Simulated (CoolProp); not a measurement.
Vapour-liquid equilibrium of propane (1) + neopentane (2) at 333.6 K; x and y are mole fractions of (1).

Values from CoolProp's multi-fluid Helmholtz-energy mixture model, Lemmon 2009 and Lemmon 2006; pair parameters Bell 2016.

```json
[
 {"x": "0.05", "bubble pressure, mixture model (MPa)": "0.5059", "bubble pressure, Raoult's law (MPa)": "0.5494", "y, mixture model": "0.114", "y, Raoult's law": "0.194"},
 {"x": "0.2", "bubble pressure, mixture model (MPa)": "0.6330", "bubble pressure, Raoult's law (MPa)": "0.8000", "y, mixture model": "0.381", "y, Raoult's law": "0.534"},
 {"x": "0.35", "bubble pressure, mixture model (MPa)": "0.7884", "bubble pressure, Raoult's law (MPa)": "1.051", "y, mixture model": "0.585", "y, Raoult's law": "0.712"},
 {"x": "0.5", "bubble pressure, mixture model (MPa)": "0.9931", "bubble pressure, Raoult's law (MPa)": "1.301", "y, mixture model": "0.744", "y, Raoult's law": "0.821"},
 {"x": "0.65", "bubble pressure, mixture model (MPa)": "1.264", "bubble pressure, Raoult's law (MPa)": "1.552", "y, mixture model": "0.861", "y, Raoult's law": "0.895"},
 {"x": "0.8", "bubble pressure, mixture model (MPa)": "1.605", "bubble pressure, Raoult's law (MPa)": "1.802", "y, mixture model": "0.939", "y, Raoult's law": "0.948"},
 {"x": "0.95", "bubble pressure, mixture model (MPa)": "1.999", "bubble pressure, Raoult's law (MPa)": "2.053", "y, mixture model": "0.988", "y, Raoult's law": "0.989"}
]
```

The largest gap from Raoult's law is -25.0 % in bubble pressure, at x = 0.35. No azeotrope shows between x = 0.05 and 0.95.

The pair parameters rest on a limited set of measurements; away from them the model extrapolates.
